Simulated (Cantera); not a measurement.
**Thermodynamics of hydrogen reduction and annealing atmospheres, feed V2O5 + H2**

Feed: 1 mol V2O5, a varied amount of H2, held at 1.00 bar.

Method: chemical equilibrium by Gibbs-energy minimisation in Cantera with the NASA 1993 tables (ideal gas, pure condensed phases). Candidate condensed phases: H2O, V, VO, V2O3, V2O4, V2O5; 12 gas species. Mutual solubility and eutectic melting of coexisting phases are not modelled. VO: taken at fixed stoichiometry. Condensed phases not in the tables: the oxides between V2O3 and V2O5 other than VO2. Gases not in the tables: V4O10. Equilibrium is a limit: real reactors are often held back by kinetics, nucleation or transport.

### Question
Map the stable condensed phases over T = 727, 827, 927, 1027, 1127, 1227, 1327, 1427, 1527 °C and n(H2) in mol = 0.43, 1.7, 6.9, 28, 110, 440, 1800.

### Answer
```
T in °C \ n(H2) in mol
         0.43  1.7  6.9   28  110  440 1800
   1527     A    B    C    C    C    D    D
   1427     A    B    C    C    C    D    D
   1327     A    B    C    C    C    E    D
   1227     A    B    C    C    C    C    D
   1127     A    B    C    C    C    C    D
   1027     A    B    C    C    C    C    C
    927     A    B    C    C    C    C    C
    827     A    B    C    C    C    C    C
    727     A    B    C    C    C    C    C
```
A: V2O4 + V2O5; B: V2O3 + V2O4; C: V2O3; D: VO; E: VO + V2O3.
